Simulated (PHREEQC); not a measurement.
Consider water at 25 °C with 24 mmol/kgw CdCl2, 6.6 mmol/kgw ZnCl2 and 55 mmol/kgw NaF. Closed to the air; pH follows from the charge balance.

All values are PHREEQC results (ion-association model, wateq4f.dat), not measurements.

Each row changes one thing in this solution. No solid was allowed to form.

```json
[
 {"case": "as made", "pH": "6.43", "ionic strength (mol/kgw)": "0.109", "Cl- (mol/kgw)": "0.0456"},
 {"case": "NaF left out", "pH": "5.49", "ionic strength (mol/kgw)": "0.0574", "Cl- (mol/kgw)": "0.0431"},
 {"case": "ZnCl2 left out", "pH": "6.62", "ionic strength (mol/kgw)": "0.0954", "Cl- (mol/kgw)": "0.0347"},
 {"case": "0.019 mol/kgw Cu(BF4)2 added", "pH": "4.07", "ionic strength (mol/kgw)": "0.159", "Cl- (mol/kgw)": "0.0456"},
 {"case": "0.0033 mol/kgw CsOH added", "pH": "8.33", "ionic strength (mol/kgw)": "0.108", "Cl- (mol/kgw)": "0.0451"},
 {"case": "diluted 10-fold with water", "pH": "6.48", "ionic strength (mol/kgw)": "0.0133", "Cl- (mol/kgw)": "0.00552"},
 {"case": "0.00086 mol/kgw CdBr2 added", "pH": "6.43", "ionic strength (mol/kgw)": "0.111", "Cl- (mol/kgw)": "0.0454"},
 {"case": "CdCl2 replaced by NaCl at the same molality", "pH": "6.58", "ionic strength (mol/kgw)": "0.0941", "Cl- (mol/kgw)": "0.0370"},
 {"case": "diluted 5-fold with water", "pH": "6.46", "ionic strength (mol/kgw)": "0.0253", "Cl- (mol/kgw)": "0.0105"}
]
```

Species that the database lacks are ignored. Some of these states are supersaturated (in Zn5(OH)8Cl2, Zn(OH)2-e, for instance). Real BF4- forms and hydrolyses slowly; the run takes it at equilibrium.
